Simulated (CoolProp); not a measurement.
Properties of nitrogen at several states (Tc = -147.0 °C, pc = 3.396 MPa, ω = 0.037).

Model: reference Helmholtz-energy equation of state, Span 2000, in CoolProp.

| T (°C) | p (MPa) | phase | density (kg/m³) | cp (kJ/(kg K)) | isothermal compressibility (1/MPa) | expansivity (1/kK) | conductivity (mW/(m K)) |
|---|---|---|---|---|---|---|---|
| 100.45 | 4.35 | supercritical | 38.79 | ? | 0.2268 | 2.793 | 32.5 |
| 215.35 | 0.444 | gas | 3.057 | ? | 2.248 | 2.050 | ? |
| 486.75 | 0.0109 | gas | 0.04833 | ? | 91.74 | 1.316 | 53.4 |
| 116.05 | 1.68 | gas | 14.48 | ? | 0.5924 | 2.610 | 32.5 |
| 151.55 | 6.42 | supercritical | 49.73 | 1.090 | 0.1516 | 2.431 | 36.3 |
| 657.95 | 0.012 | gas | 0.04342 | 1.153 | 83.33 | 1.074 | ? |

Task: Some entries are withheld; supply them.

Result: 
- 100.45, cp (kJ/(kg K)): 1.083
- 215.35, cp (kJ/(kg K)): 1.056
- 215.35, conductivity (mW/(m K)): 38.4
- 486.75, cp (kJ/(kg K)): 1.112
- 116.05, cp (kJ/(kg K)): 1.058
- 657.95, conductivity (mW/(m K)): 62.0

Thermal conductivity comes from a separate model (Lemmon 2004).
